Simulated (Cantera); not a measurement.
Charge: 1 mol Ta2O5, 5.3 mol C, 2 mol CO, at 2573 K.

These are equilibrium values from Cantera (NASA tables, ideal gas, pure condensed phases), not measurements of a reactor. Candidate condensed phases: C, Ta, TaC, Ta2O5; 15 gas species. Mutual solubility and eutectic melting of coexisting phases are not modelled. TaC: taken at fixed stoichiometry. Condensed phases not in the tables: Ta2C, N, O or C dissolved in the metal. Kinetics and transport are ignored.

x: gas mole fraction; n: condensed amount in mol.

```csv
P (Pa),x CO,x CO2,x TaO2,x TaO,n Ta(s),n TaC(s),n Ta2O5(l)
10,0.999,2.26e-7,3.00e-7,0.000493,1.69,0.303,0
52,0.999,1.18e-6,1.56e-6,0.000493,1.69,0.303,0
270,0.999,6.11e-6,8.09e-6,0.000493,1.69,0.304,0
1400,0.999,[?],[?],0.000493,1.69,0.304,0
7200,0.999,0.000163,0.000216,0.000493,1.69,0.308,0
37000,0.998,0.000834,0.00110,0.000492,1.66,0.325,0
190000,0.997,[?],[?],[?],0,1.52,0.240
1000000,0.997,0.00314,8.07e-5,9.55e-6,0,1.52,0.240
```

Problem. Fill in the missing entries.

Solution. 
- 1400, x CO2: 3.17e-5
- 1400, x TaO2: 4.19e-5
- 190000, x CO2: 0.00195
- 190000, x TaO2: 0.000539
- 190000, x TaO: 0.000102
